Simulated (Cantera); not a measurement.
A perfectly stirred reactor is fed with 7.64 % CO, 1.76 % H2, 8.24 % O2, 82.4 % N2, equivalence ratio 0.57, at 101000 Pa; it is adiabatic with a 650 K inlet, and is followed from long to short residence time, starting on the burning branch (τ in s: 0.19, 0.075, 0.03, 0.012, 0.0049, 0.002, 0.00079, 0.00032, 0.00013, 5.2e-05).

Model: GRI-Mech 3.0 (53 species, 325 reactions), integrated in Cantera.

### Question
Predict: blow-out, bracketed by the residence times tried; x(CO) at τ = 0.190 s; x(H2) at τ = 0.190 s; x(O2) at τ = 0.190 s; x(OH) at τ = 0.190 s; x(H2O) at τ = 0.190 s; x(CO) at τ = 2.00 ms; x(H2) at τ = 2.00 ms; x(O2) at τ = 2.00 ms; x(OH) at τ = 2.00 ms; x(H2O) at τ = 2.00 ms.

### Answer
| Property | Result |
|---|---|
| blow-out, bracketed by the residence times tried | burning at 2.00 ms, out at 0.790 ms |
| x(CO) at τ = 0.190 s | 0.000934 |
| x(H2) at τ = 0.190 s | 4.62e-5 |
| x(O2) at τ = 0.190 s | 0.0374 |
| x(OH) at τ = 0.190 s | 0.000236 |
| x(H2O) at τ = 0.190 s | 0.0183 |
| x(CO) at τ = 2.00 ms | 0.0252 |
| x(H2) at τ = 2.00 ms | 0.000963 |
| x(O2) at τ = 2.00 ms | 0.0492 |
| x(OH) at τ = 2.00 ms | 0.000383 |
| x(H2O) at τ = 2.00 ms | 0.0167 |
